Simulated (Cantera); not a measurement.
Feed: 1 mol TEOS, 1.9 mol NO, at 0.00680 bar.

These are equilibrium values from Cantera (NASA tables, ideal gas, pure condensed phases), not measurements of a reactor. Candidate condensed phases: C, C6H6, C7H8, C8H18, H2O, Si, SiC, SiO2, Si2N2O, Si3N4; 151 gas species. The feed counts by its element totals alone. Kinetics and transport are ignored.

Which condensed phases are stable at each of these points (T (°C)): 350, 400, 450, 500, 550, 600, 650, 700, 750, 800?


| T (°C) | condensed phases | Si condensed (%) |
|---|---|---|
| 350 | C(graphite) + SiO2(α-quartz) | 100.0 |
| 400 | C(graphite) + SiO2(α-quartz) | 100.0 |
| 450 | C(graphite) + SiO2(α-quartz) | 100.0 |
| 500 | C(graphite) + SiO2(α-quartz) | 100.0 |
| 550 | C(graphite) + SiO2(α-quartz) | 100.0 |
| 600 | C(graphite) + SiO2(β-quartz) | 100.0 |
| 650 | C(graphite) + SiO2(β-quartz) | 100.0 |
| 700 | C(graphite) + SiO2(β-quartz) | 100.0 |
| 750 | C(graphite) + SiO2(β-quartz) | 100.0 |
| 800 | C(graphite) + SiO2(β-quartz) | 100.0 |

From 350 °C to 550 °C the condensed part is C(graphite) + SiO2(α-quartz). From 600 °C to 800 °C the condensed part is C(graphite) + SiO2(β-quartz).
